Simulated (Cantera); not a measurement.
SiH2Cl2 + Cl2 + H2 (silicon epitaxy and polysilicon growth)

Feed: 1 mol SiH2Cl2, 0.0058 mol Cl2, a varied amount of H2, equilibrated at 1050 K and 120 Pa.

Equilibrium computed with Cantera from the NASA thermochemical tables; the gas is ideal and each condensed phase is pure. Candidate condensed phases: Si; 19 gas species. The tables' values for SiCl3 are old estimates; treat these amounts as uncertain. The numbers say what is thermodynamically allowed, not how fast it happens.

From 10 mol H2 to 510 mol H2 the condensed part is Si(s). The main Si-bearing gas is SiCl4 at 10 mol H2 and SiCl2 at 510 mol H2. The share of Si in condensed phases is highest at 510 mol H2 (98.5 %) and lowest at 10 mol H2 (61.4 %).

```json
[
 {"n(H2) (mol)": "10", "x H2": "0.906", "x HCl": "0.0613", "x SiCl4": "0.0193", "x SiCl2": "0.00776", "x SiHCl3": "0.00295", "x SiCl3": "0.00287", "x SiH2Cl2": "5.16e-5", "n Si(s)": "0.614"},
 {"n(H2) (mol)": "18", "x H2": "0.934", "x HCl": "0.0501", "x SiCl4": "0.00806", "x SiCl2": "0.00502", "x SiHCl3": "0.00156", "x SiCl3": "0.00149", "x SiH2Cl2": "3.44e-5", "n Si(s)": "0.680"},
 {"n(H2) (mol)": "32", "x H2": "0.954", "x HCl": "0.0386", "x SiCl4": "0.00271", "x SiCl2": "0.00291", "x SiHCl3": "0.000697", "x SiCl3": "0.000661", "x SiH2Cl2": "2.04e-5", "n Si(s)": "0.763"},
 {"n(H2) (mol)": "55", "x H2": "0.969", "x HCl": "0.0279", "x SiCl4": "0.000721", "x SiCl2": "0.00150", "x SiHCl3": "0.000260", "x SiCl3": "0.000244", "x SiH2Cl2": "1.07e-5", "n Si(s)": "0.844"},
 {"n(H2) (mol)": "96", "x H2": "0.981", "x HCl": "0.0183", "x SiCl4": "0.000130", "x SiCl2": "0.000638", "x SiHCl3": "7.24e-5", "x SiCl3": "6.77e-5", "x SiH2Cl2": "4.59e-6", "n Si(s)": "0.910"},
 {"n(H2) (mol)": "170", "x H2": "0.989", "x HCl": "0.0111", "x SiCl4": "1.71e-5", "x SiCl2": "0.000232", "x SiHCl3": "1.59e-5", "x SiCl3": "1.48e-5", "x SiH2Cl2": "1.68e-6", "n Si(s)": "0.952"},
 {"n(H2) (mol)": "290", "x H2": "0.993", "x HCl": "0.00669", "x SiCl4": "2.27e-6", "x SiCl2": "8.42e-5", "x SiHCl3": "3.49e-6", "x SiCl3": "3.25e-6", "x SiH2Cl2": "6.14e-7", "n Si(s)": "0.973"},
 {"n(H2) (mol)": "510", "x H2": "0.996", "x HCl": "0.00387", "x SiCl4": "2.52e-7", "x SiCl2": "2.81e-5", "x SiHCl3": "6.73e-7", "x SiCl3": "6.24e-7", "x SiH2Cl2": "2.05e-7", "n Si(s)": "0.985"}
]
```
x: gas mole fraction; n: condensed amount in mol.
